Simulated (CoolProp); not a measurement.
Vapour-liquid equilibrium of propylene (1) + n-heptane (2) at 0.124 MPa; x and y are mole fractions of (1).

Model: multi-fluid Helmholtz-energy mixture model, Lemmon 2013 and Span 2003; pair parameters Bell 2016, in CoolProp.

| x | bubble temperature, mixture model (K) | bubble temperature, Raoult's law (K) | y, mixture model | y, Raoult's law |
|---|---|---|---|---|
| 0.05 | 332.5 | 324.3 | 0.782 | 0.848 |
| 0.2 | 270.6 | 274.8 | 0.991 | 0.989 |
| 0.35 | 251.1 | 257.3 | 0.998 | 0.997 |
| 0.5 | 242.3 | 247.3 | 0.999 | 0.999 |
| 0.65 | 237.6 | 240.5 | 1.000 | 1.000 |
| 0.8 | 234.4 | 235.3 | 1.000 | 1.000 |
| 0.95 | 231.2 | 231.3 | 1.000 | 1.000 |

The largest gap from Raoult's law is +8.2 K in bubble temperature, at x = 0.05. No azeotrope shows between x = 0.05 and 0.95.

Pair parameters are fitted to limited data, so mixtures are less certain than the pure fluids. The gap from Raoult's law changes sign with composition, which may be real or a fault of the pair parameters; it wasn't checked against measurements.
